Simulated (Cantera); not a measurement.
An adiabatic, constant-volume homogeneous reactor starts with CH4 : O2 : N2 = 1 : 2.25 : 21.6 (molar parts), at 1700 K and 1.90 bar.

Cantera simulation using GRI-Mech 3.0 (53 species, 325 reactions); the numbers are that mechanism's predictions, not measurements.

Question: Predict: time of steepest temperature rise; temperature at 4.00 s; equilibrium temperature; x(O2) at 4.00 s; x(CO) at 4.00 s.

Answer: time of steepest temperature rise: 0.233 ms
temperature at 4.00 s: 2587 K
equilibrium temperature: 2587 K
x(O2) at 4.00 s: 0.0114 (gas-phase equilibrium 0.0114)
x(CO) at 4.00 s: 0.00958 (gas-phase equilibrium 0.00958)
